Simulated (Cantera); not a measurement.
Charge: 1 mol TiO₂, 1.1 mol HCl, 0.03 mol O₂, held at 1 atm.

Cantera equilibrium calculation (NASA polynomials, part measured and part estimated; ideal gas, pure solids and liquids). Candidate condensed phases: H₂O, Ti, TiCl₂, TiCl₃, TiCl₄, TiO, TiO₂, Ti₂O₃, Ti₃O₅, Ti₄O₇; 23 gas species. Condensed phases not in the tables: TiOCl. Gases not in the tables: TiO(OH)₂. Equilibrium is a limit: real reactors are often held back by kinetics, nucleation or transport.

x: gas mole fraction; n: condensed amount in mol.

| T (°C) | x HCl | x H₂O | x Cl₂ | x Cl | x O₂ | x TiCl₄ | n TiO₂(rutile) |
|---|---|---|---|---|---|---|---|
| 552 | 0.891 | 0.0545 | 0.0545 | 3.81e-6 | 5.99e-6 | 2.87e-6 | 1.000 |
| 652 | 0.891 | 0.0545 | 0.0545 | … | … | … | 1.000 |
| 752 | 0.891 | 0.0542 | 0.0541 | 0.000129 | 0.000166 | 1.62e-5 | 1.000 |
| 852 | 0.892 | 0.0535 | 0.0532 | … | … | … | 1.000 |
| 952 | 0.894 | 0.0519 | 0.0511 | 0.00137 | 0.00130 | 5.42e-5 | 1.000 |
| 1052 | 0.897 | 0.0495 | 0.0477 | 0.00335 | 0.00247 | 9.13e-5 | 1.000 |
| 1152 | 0.899 | 0.0468 | 0.0430 | 0.00708 | 0.00379 | 0.000147 | 1.000 |
| 1252 | 0.900 | 0.0444 | 0.0373 | 0.0132 | 0.00497 | 0.000220 | 1.000 |
| 1352 | 0.898 | 0.0427 | 0.0310 | 0.0222 | 0.00572 | 0.000305 | 1.000 |

Task: Complete the blanks.

Result: 
- 652, x Cl: 2.68e-5
- 652, x O₂: 3.81e-5
- 652, x TiCl₄: 7.51e-6
- 852, x Cl: 0.000470
- 852, x O₂: 0.000535
- 852, x TiCl₄: 3.07e-5
